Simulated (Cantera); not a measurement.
Feed: 1 mol FeS2, 2.7 mol SO3, 8.6 mol O2, held at 101000 Pa.

Equilibrium computed with Cantera from the NASA thermochemical tables; the gas is ideal and each condensed phase is pure. Candidate condensed phases: Fe, FeO, FeS, FeSO4, FeS2, Fe2O3, Fe2(SO4)3, Fe3O4, S; 12 gas species. Equilibrium is a limit: real reactors are often held back by kinetics, nucleation or transport. All values below are at 900 K.

Base state: O2 0.615, SO3 0.324, SO2 0.0614 (mole fractions); condensed: Fe2(SO4)3(s).

Problem. What changes in the equilibrium state with this change: SO3 from 2.7 to 0.18 mol?

Solution. 
| species | before | after |
|---|---|---|
| O2 | 0.615 | 0.878 |
| SO3 | 0.324 | 0.105 |
| SO2 | 0.0614 | 0.0167 |
| Fe2(SO4)3(s), mol | 0.500 | 0.500 |
